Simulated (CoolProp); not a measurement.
Vapour-liquid equilibrium of R13 (1) + propylene (2) at 40.1 kPa; x and y are mole fractions of (1).

The numbers come from the multi-fluid Helmholtz-energy mixture model, Platzer 1990 and Lemmon 2013; pair parameters Bell 2016 in CoolProp. This equation is an older, rougher fit; its heat capacities, sound speeds and derivatives of the liquid may be far off and weren't checked against measurements.

```json
[
 {"x": "0.05", "bubble temperature (°C)": "-73.9", "y at the bubble point": "0.389", "dew temperature at overall composition x (°C)": "-67.0", "liquid density (mol/L)": "15.19"},
 {"x": "0.15", "bubble temperature (°C)": "-82.7", "y at the bubble point": "?", "dew temperature at overall composition x (°C)": "-68.8", "liquid density (mol/L)": "?"},
 {"x": "0.25", "bubble temperature (°C)": "-87.3", "y at the bubble point": "0.785", "dew temperature at overall composition x (°C)": "-70.8", "liquid density (mol/L)": "15.36"},
 {"x": "0.35", "bubble temperature (°C)": "-89.9", "y at the bubble point": "0.836", "dew temperature at overall composition x (°C)": "-73.0", "liquid density (mol/L)": "15.34"},
 {"x": "0.45", "bubble temperature (°C)": "-91.6", "y at the bubble point": "0.868", "dew temperature at overall composition x (°C)": "-75.5", "liquid density (mol/L)": "15.30"},
 {"x": "0.55", "bubble temperature (°C)": "-92.9", "y at the bubble point": "0.890", "dew temperature at overall composition x (°C)": "-78.3", "liquid density (mol/L)": "?"},
 {"x": "0.65", "bubble temperature (°C)": "?", "y at the bubble point": "0.910", "dew temperature at overall composition x (°C)": "-81.6", "liquid density (mol/L)": "15.21"},
 {"x": "0.75", "bubble temperature (°C)": "-94.8", "y at the bubble point": "0.930", "dew temperature at overall composition x (°C)": "-85.6", "liquid density (mol/L)": "15.17"},
 {"x": "0.85", "bubble temperature (°C)": "?", "y at the bubble point": "0.953", "dew temperature at overall composition x (°C)": "-90.7", "liquid density (mol/L)": "15.14"},
 {"x": "0.95", "bubble temperature (°C)": "?", "y at the bubble point": "0.982", "dew temperature at overall composition x (°C)": "-95.6", "liquid density (mol/L)": "15.12"}
]
```

### Question
Some entries are withheld; supply them.

### Answer

- 0.15, y at the bubble point: 0.680
- 0.15, liquid density (mol/L): 15.33
- 0.55, liquid density (mol/L): 15.26
- 0.65, bubble temperature (°C): -93.9
- 0.85, bubble temperature (°C): -95.7
- 0.95, bubble temperature (°C): -96.7

No azeotrope shows between x = 0.05 and 0.95.

Pair parameters are fitted to limited data, so mixtures are less certain than the pure fluids.
